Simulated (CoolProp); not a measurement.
The numbers come from the reference Helmholtz-energy equation of state, Thol 2015 in CoolProp.

Q: Give the vapour pressure (kPa), liquid density (kg/m³), vapour density (kg/m³), enthalpy of vaporisation (kJ/kg) of saturated 1,2-dichloroethane at 338.9, 409.2, 461.8 K.

A: 
```csv
T (K),p (kPa),liquid density (kg/m³),vapour density (kg/m³),enthalpy of vaporisation (kJ/kg)
338.9,56.1,1180,2.01,334
409.2,414,1070,13.1,292
461.8,1190,961,37.2,250
```
